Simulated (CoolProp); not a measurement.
A Linde-Hampson liquefier for oxygen: isothermal reversible compression at 230 K from 1 atm to 20 MPa, throttling to 1 atm, return gas leaving the recuperator 2 K below the feed. Each further row changes one setting.

Values from CoolProp's reference Helmholtz-energy equation of state, Schmidt 1985.

```
case                        liquid yield per pass  compression work (kJ/kg of gas)
--------------------------  ---------------------  -------------------------------
as stated                                       ?                              297
high pressure 40 MPa                            ?                                ?
warm-end temperature 260 K                      ?                              344
warm-end gap 7 K                            0.212                              297
```

### Question
Some entries are withheld; supply them.

### Answer

- as stated, liquid yield per pass: 0.222
- high pressure 40 MPa, liquid yield per pass: 0.286
- high pressure 40 MPa, compression work (kJ/kg of gas): 332
- warm-end temperature 260 K, liquid yield per pass: 0.154
